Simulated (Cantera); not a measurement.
A Cantera script and its output.

```python
import numpy as np
import cantera as ct

gas = ct.Solution("gri30.yaml")
gas.TPX = 475, 500000, {'CO': 1, 'H2': 0.23, 'O2': 1.54, 'N2': 5.78}
inlet = ct.Reservoir(gas, clone=True)
gas.equilibrate("HP")  # start burning
reactor = ct.IdealGasConstPressureReactor(gas, energy="on", clone=False)
exhaust = ct.Reservoir(gas, clone=True)
tau = [0.027, 0.015, 0.0087, 0.005, 0.0029, 0.0016, 0.00093, 0.00053, 0.00031, 0.00017, 0.0001, 5.7e-05, 3.3e-05][0]
for a, b in ((inlet, reactor), (reactor, exhaust)):
    ct.MassFlowController(a, b, mdot=lambda t: reactor.mass / tau)
net = ct.ReactorNet([reactor])
show = ['CO', 'H2', 'O2', 'NO2', 'H']

rows = []
print(f"{'tau/s':>10s}{'T/K':>9s}" + "".join(f"{s:>11s}" for s in show))
for tau in [0.027, 0.015, 0.0087, 0.005, 0.0029, 0.0016, 0.00093, 0.00053, 0.00031, 0.00017, 0.0001, 5.7e-05, 3.3e-05]:
    net.initial_time = 0.0
    net.advance(30 * tau)
    before = gas.X
    net.advance(40 * tau)
    drift = np.max(np.abs(gas.X - before) / (gas.X + 1e-9))
    rows.append([gas.T, *gas[show].X, drift])
    print(f"{tau:10.3e}{gas.T:9.1f}" + "".join(f"{x:11.3e}" for x in gas[show].X))
```

Output:

```
     tau/s      T/K         CO         H2         O2        NO2          H
 2.700e-02   1656.1  9.709e-04  2.626e-05  1.168e-01  3.436e-07  4.252e-06
 1.500e-02   1651.8  1.454e-03  3.862e-05  1.170e-01  3.397e-07  7.466e-06
 8.700e-03   1646.1  2.118e-03  5.524e-05  1.172e-01  3.120e-07  1.255e-05
 5.000e-03   1637.7  3.115e-03  7.954e-05  1.176e-01  2.655e-07  2.115e-05
 2.900e-03   1625.6  4.577e-03  1.141e-04  1.182e-01  2.115e-07  3.495e-05
 1.600e-03   1605.3  7.052e-03  1.705e-04  1.192e-01  1.543e-07  5.921e-05
 9.300e-04   1576.2  1.070e-02  2.510e-04  1.207e-01  1.095e-07  9.252e-05
 5.300e-04   1523.1  1.751e-02  4.013e-04  1.237e-01  7.036e-08  1.359e-04
 3.100e-04    475.0  1.170e-01  2.690e-02  1.801e-01 -4.295e-24  4.953e-24
 1.700e-04    475.0  1.170e-01  2.690e-02  1.801e-01 -2.713e-25  4.456e-24
 1.000e-04    475.0  1.170e-01  2.690e-02  1.801e-01 -1.714e-26  3.855e-24
 5.700e-05    475.0  1.170e-01  2.690e-02  1.801e-01 -1.082e-27  3.097e-24
 3.300e-05    475.0  1.170e-01  2.690e-02  1.801e-01 -6.838e-29  2.326e-24
```

Computed with Cantera and GRI-Mech 3.0 (53 species, 325 reactions). The hydrogen kinetics of GRI-Mech 3.0 are dated; newer H2 mechanisms differ, most at raised pressure.
